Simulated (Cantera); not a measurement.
Mixture: CH4 : O2 : N2 : H2O = 1 : 1.33 : 4.4 : 0.7 (molar parts), equivalence ratio 1.5, at 100000 Pa, adiabatic and at constant volume. Ignition delay is the time to a rise of 400 K.

Cantera simulation using GRI-Mech 3.0 (53 species, 325 reactions); the numbers are that mechanism's predictions, not measurements.

### Question
What does this change do: pressure from 100000 Pa to 1700000 Pa?

### Answer
```csv
quantity,before,after
delay at 1300 K,16.0 ms,0.917 ms
delay at 1400 K,4.63 ms,0.340 ms
delay at 1500 K,1.48 ms,0.134 ms
delay at 1600 K,0.537 ms,54.9 µs
delay at 1700 K,0.224 ms,23.5 µs
apparent activation energy between 1600 and 1700 K,200 kJ/mol,190 kJ/mol
```
The pressure lies above the range GRI-Mech 3.0 was tuned for (to about 10 atm).

### Question
What does this change do: pressure from 100000 Pa to 94000 Pa?

### Answer
```csv
quantity,before,after
delay at 1300 K,16.0 ms,16.8 ms
delay at 1400 K,4.63 ms,4.85 ms
delay at 1500 K,1.48 ms,1.55 ms
delay at 1600 K,0.537 ms,0.562 ms
delay at 1700 K,0.224 ms,0.235 ms
apparent activation energy between 1600 and 1700 K,200 kJ/mol,200 kJ/mol
```
